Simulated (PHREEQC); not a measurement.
Consider water at 29 °C and 10 atm with 2.8 mmol/kgw MgCl2. Closed to the air; pH follows from the charge balance.

All values are PHREEQC results (ion-association model, phreeqc.dat), not measurements.

* **ionic strength**: 0.00840 mol/kgw
* **specific conductance**: 720 µS/cm

```json
[
 {"species": "Cl-", "molality": "0.00560", "activity": "0.00508", "log γ": "-0.042"},
 {"species": "Mg+2", "molality": "0.00280", "activity": "0.00194", "log γ": "-0.160"},
 {"species": "H+", "molality": "1.69e-7", "activity": "1.55e-7", "log γ": "-0.037"},
 {"species": "OH-", "molality": "9.79e-8", "activity": "8.87e-8", "log γ": "-0.043"},
 {"species": "MgOH+", "molality": "7.09e-8", "activity": "6.47e-8", "log γ": "-0.039"}
]
```

Precipitation was switched off in this run.
